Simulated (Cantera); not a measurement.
What does this Cantera script print?

```python
import numpy as np
import cantera as ct

gas_names = """
    B BCL BCL2 BCL3 BH BH2 BH3 B2 CL CL2 H HCL H2
""".split()
cond_names = """
    B(b) B(L)
""".split()


# ... load() reads the species with a 1 bar reference pressure and builds the phases ...
atoms = {
    'BCl3': {'B': 1, 'CL': 3},
    'H2': {'H': 2},
}
top_T = {}  # K; cautious upper limits of use, not melting points


# ... equilibrate(T, P, feed) seeds the gas with the atoms and calls Mixture.equilibrate('TP', solver="vcs", rtol=1e-11, max_steps=5000) ...
results = []
feed = {'BCl3': 1, 'H2': 16}  # mol
T = 900  # K
P = 85  # Pa
mix = equilibrate(T, P, feed)
results.append((T, P, feed, dict(zip(mix.species_names, mix.species_moles))))
x = sorted(zip(gas.X, gas.species_names), reverse=True)
print(f"T = {T:g} K  P = {P:g} Pa  gas = {mix.phase_moles(0):.4g} mol")
print("   x: " + "  ".join(f"{s} {v:.3e}" for v, s in x if v > 1e-05))
print("   condensed (mol): " + ("  ".join(f"{mix.phase(i).name} {mix.phase_moles(i):.4g}"
      for i in range(1, mix.n_phases) if mix.phase_moles(i) > 1e-12) or "none"))
```

Result:

```
T = 900 K  P = 85 Pa  gas = 17.22 mol
   x: H2 8.908e-01  HCL 7.665e-02  BCL3 3.252e-02
   condensed (mol): B(b) 0.44
```

These are equilibrium values from Cantera (NASA tables, ideal gas, pure condensed phases), not measurements of a reactor. Gases not in the tables: BHCl2.
